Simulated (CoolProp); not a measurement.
A closed Brayton cycle with dry air: compressor inlet 315.15 K and 5.3 MPa, high pressure 12.1 MPa, turbine inlet 630 K, compressor efficiency 0.89, turbine efficiency 0.93, recuperator effectiveness 0 (on enthalpy, no pinch check). Each further row changes one setting.

Values from CoolProp's reference Helmholtz-energy equation of state, Lemmon 2000. It is a pseudo-pure fit of the blend.

```json
[
 {"case": "as stated", "thermal efficiency (%)": "13.4", "net work (kJ/kg)": "31.8", "compressor to turbine work": "0.75", "compressor exit (K)": "410.6", "turbine exit (K)": "510.0"},
 {"case": "turbine inlet 580 K", "thermal efficiency (%)": "11.7", "net work (kJ/kg)": "21.4", "compressor to turbine work": "___", "compressor exit (K)": "410.6", "turbine exit (K)": "468.3"},
 {"case": "compressor inlet 325.15 K", "thermal efficiency (%)": "12.8", "net work (kJ/kg)": "28.6", "compressor to turbine work": "___", "compressor exit (K)": "423.5", "turbine exit (K)": "510.0"},
 {"case": "high pressure 10.3 MPa", "thermal efficiency (%)": "___", "net work (kJ/kg)": "29.8", "compressor to turbine work": "___", "compressor exit (K)": "390.2", "turbine exit (K)": "___"},
 {"case": "recuperator effectiveness 0.5", "thermal efficiency (%)": "17.2", "net work (kJ/kg)": "31.8", "compressor to turbine work": "0.75", "compressor exit (K)": "410.6", "turbine exit (K)": "510.0"}
]
```

Q: What belongs in the gaps?

A: 
- turbine inlet 580 K, compressor to turbine work: 0.82
- compressor inlet 325.15 K, compressor to turbine work: 0.78
- high pressure 10.3 MPa, thermal efficiency (%): 11.5
- high pressure 10.3 MPa, compressor to turbine work: 0.72
- high pressure 10.3 MPa, turbine exit (K): 531.6
